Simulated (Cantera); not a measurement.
Mixture: H₂ : O₂ : N₂ = 1 : 1.04 : 3.92 (molar parts), equivalence ratio 0.48, at 760 Torr, adiabatic and at constant volume. Ignition delay is the time to a rise of 400 K.

Cantera simulation using the H2/O2 subset of GRI-Mech 3.0, which has no nitrogen chemistry; the numbers are that mechanism's predictions, not measurements. Where the delays flatten at high temperature, the 400 K rule measures the pace of heat release, not the induction time.

| quantity | before | after |
|---|---|---|
| delay at 1248 K | 38.5 µs | 15.7 µs |
| delay at 1398 K | 23.7 µs | 8.22 µs |
| delay at 1548 K | 19.0 µs | 5.58 µs |
| delay at 1698 K | 18.6 µs | 4.58 µs |
| delay at 1848 K | 20.7 µs | 4.38 µs |

Which change was made?
A) pressure from 760 Torr to 1950 Torr
B) pressure from 760 Torr to 3750 Torr
C) pressure from 760 Torr to 1650 Torr
D) pressure from 760 Torr to 1430 Torr

A, pressure from 760 Torr to 1950 Torr
